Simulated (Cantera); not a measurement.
Feed: 1 mol CF4, 0.54 mol H2, held at 0.158 Torr.

Equilibrium computed with Cantera from the NASA thermochemical tables; the gas is ideal and each condensed phase is pure. Candidate condensed phases: C, C6H6, C7H8, C8H18; 95 gas species. Equilibrium is a limit: real reactors are often held back by kinetics, nucleation or transport.

Which condensed phases are stable at each of these points (T (°C)): 2075, 2175, 2275, 2375, 2475, 2575, 2675?


```json
[
 {"T (°C)": "2075", "condensed phases": "C(graphite)", "C condensed (%)": "81.5"},
 {"T (°C)": "2175", "condensed phases": "C(graphite)", "C condensed (%)": "84.5"},
 {"T (°C)": "2275", "condensed phases": "C(graphite)", "C condensed (%)": "79.3"},
 {"T (°C)": "2375", "condensed phases": "C(graphite)", "C condensed (%)": "54.4"},
 {"T (°C)": "2475", "condensed phases": "gas only", "C condensed (%)": "0.0"},
 {"T (°C)": "2575", "condensed phases": "gas only", "C condensed (%)": "0.0"},
 {"T (°C)": "2675", "condensed phases": "gas only", "C condensed (%)": "0.0"}
]
```

From 2075 °C to 2375 °C the condensed part is C(graphite). From 2475 °C to 2675 °C nothing is condensed.
